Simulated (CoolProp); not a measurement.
200 sccm (0 °C, 1 atm) of nitrogen bubbles through liquid ethylbenzene at 366.5 K and leaves saturated at a total pressure of 0.15 MPa (ideal gas phase). Each further row changes one setting.

The numbers come from the reference Helmholtz-energy equation of state, Zhou 2012 in CoolProp.

```json
[
 {"case": "as stated", "vapour pressure (kPa)": "27.3", "mole fraction of vapour": "0.182", "delivery (mg/min)": "211", "delivery (sccm)": "44.5", "change of delivery for a bath 1 K warmer (%)": "4.4"},
 {"case": "bath temperature 371.5 K", "vapour pressure (kPa)": "32.4", "mole fraction of vapour": "0.216", "delivery (mg/min)": "261", "delivery (sccm)": "55.2", "change of delivery for a bath 1 K warmer (%)": "4.4"},
 {"case": "total pressure 0.3 MPa", "vapour pressure (kPa)": "27.3", "mole fraction of vapour": "0.0910", "delivery (mg/min)": "94.9", "delivery (sccm)": "20.0", "change of delivery for a bath 1 K warmer (%)": "3.9"}
]
```
